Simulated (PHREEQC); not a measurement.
Solution (25 °C): 0.0018 mol HCl and 0.00088 mol AlCl3 per kg of water. It is in equilibrium with CO2 at log p = -1 (atm). Otherwise closed; pH follows from the charge balance.

Model: ion-association model, phreeqc.dat, run in PHREEQC.

Task: The ionic strength comes out as 0.00707 mol/kgw. What activity coefficients do H+, Cl-, Al+3, AlOH+2 get?

Result: H+ 0.92, Cl- 0.91, Al+3 0.49, AlOH+2 0.71.

This is a speciation only: nothing precipitates in the calculation.
